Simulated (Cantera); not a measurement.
A closed system holds: 1 mol CaCO3, 3.4 mol H2, 8.6 mol CO2, at 1273.15 K and 16.0 mbar.

These are equilibrium values from Cantera (NASA tables, ideal gas, pure condensed phases), not measurements of a reactor. Candidate condensed phases: C, C6H6, C7H8, C8H18, Ca, CaCO3, CaO, Ca(OH)2, H2O; 115 gas species. Equilibrium is a limit: real reactors are often held back by kinetics, nucleation or transport.

Base state: CO2 0.528, CO 0.211, H2O 0.211, H2 0.0508 (mole fractions); condensed: CaO(s).

Task: What changes in the equilibrium state with this change: temperature from 1273.15 K to 873.15 K?

Result: 
```tsv
species	before	after
CO2	0.528	0.556
H2O	0.211	0.160
CO	0.211	0.160
H2	0.0508	0.123
CaO(s), mol	1.00	0
CaCO3(calcite), mol	0	1.00
```

Task: What changes in the equilibrium state with this change: temperature from 1273.15 K to 675 K?

Result: 
| species | before | after |
|---|---|---|
| CO2 | 0.528 | 0.651 |
| H2 | 0.0508 | 0.148 |
| H2O | 0.211 | 0.138 |
| CO | 0.211 | 0.0579 |
| CH4 | <1e-9 | 0.00509 |
| CaO(s), mol | 1.00 | 0 |
| C(graphite), mol | 0 | 0.403 |
| CaCO3(calcite), mol | 0 | 1.00 |

Task: What changes in the equilibrium state with this change: CaCO3 replaced by MgCO3?

Result: 
```csv
species,before,after
CO2,0.528,0.528
CO,0.211,0.211
H2O,0.211,0.211
H2,0.0508,0.0508
"CaO(s), mol",1.00,0
"MgO(s), mol",0,1.00
```
Further candidate phases: Mg, MgCO3, MgO, Mg(OH)2.
